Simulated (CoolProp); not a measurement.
R22 at 253.26 K and 0.739 MPa is throttled through a valve to 0.0176 MPa with no heat exchange. Each further row changes one setting.

The numbers come from the reference Helmholtz-energy equation of state, Kamei 1995 in CoolProp.

| case | temperature change (K) | final phase | final density (kg/m³) |
|---|---|---|---|
| as stated | -52.4 | two-phase, vapour fraction 0.227 | 4.05 |
| outlet pressure 0.00528 MPa | -69.0 | two-phase, vapour fraction 0.286 | 1.05 |
| outlet pressure 0.0229 MPa | -48.3 | two-phase, vapour fraction 0.211 | 5.55 |
